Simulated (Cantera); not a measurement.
A closed system holds: 1 mol SiH2Cl2, 0.8 mol Cl2, 16 mol N2, at 602 °C and 10.0 Torr.

Equilibrium computed with Cantera from the NASA thermochemical tables; the gas is ideal and each condensed phase is pure. N2 is the only nitrogen source here; it is nearly inert below about 1500 K, so the nitride shown seldom forms there in practice. Rates play no part.

| species | before | after |
|---|---|---|
| N2 | 0.874 | 0.868 |
| HCl | 0.0821 | 0.0906 |
| SiCl4 | 0.0296 | 0.0199 |
| SiCl2 | 1.02e-8 | 0.00648 |
| H2 | 0.0146 | 0.00986 |
| Cl | <1e-9 | 1.53e-5 |
| SiCl3 | 2.28e-6 | 0.00507 |
| SiHCl3 | 1.16e-5 | 0.000123 |
| Si3N4(s), mol | 0.156 | 0.143 |
Gas species are given as mole fractions.

Name the change that produced these shifts.
A. temperature from 602 °C to 925 °C
B. temperature from 602 °C to 952 °C
C. Cl2 from 0.8 to 0.0074 mol
D. temperature from 602 °C to 1075 °C

D, temperature from 602 °C to 1075 °C. The tables' values for SiCl3 are old estimates; treat these amounts as uncertain
